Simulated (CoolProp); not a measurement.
A simple Rankine cycle with o-xylene: condensing at 332.15 K, boiler at 1.55 MPa, turbine inlet 619 K, turbine efficiency 0.65, pump efficiency 0.8, no recuperator. Each further row changes one setting.

Values from CoolProp's reference Helmholtz-energy equation of state, Zhou 2012.

```
case                             thermal efficiency (%)  net work (kJ/kg)  heat in (kJ/kg)  turbine exit temperature (K)  volume ratio over the turbine
-------------------------------  ----------------------  ----------------  ---------------  ----------------------------  -----------------------------
as stated                                          17.0               152              891                         533.9                            315
condensing temperature 324.15 K                    17.8               161              906                         529.4                            454
boiler pressure 1.08 MPa                           16.2               146              903                         542.2                            207
turbine efficiency 0.55                            14.4               128              891                         545.3                            321
```
